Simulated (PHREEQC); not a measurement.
Consider water at 76 °C with 0.00261 mol/kgw Cu(BF4)2, 0.0005 mol/kgw HBF4 and 0.001 mol/kgw NaCl. Closed to the air; pH follows from the charge balance.

Equilibrium calculation in PHREEQC: ion-association model, phreeqc.dat.

No solid was allowed to form.

Question: What pH, ionic strength does the model give?

Answer: pH 3.07; ionic strength 0.00949 mol/kgw.

Question: In which forms is F present?

Answer: BF4- 49 %, HF 30 %, F- 9.9 %, BF3OH- 5.5 %, BF2(OH)2- 4.4 %, HF2- 0.6 % of the F.

Constants without temperature data keep their 25 °C values here. Real BF4- forms and hydrolyses slowly; the run takes it at equilibrium.
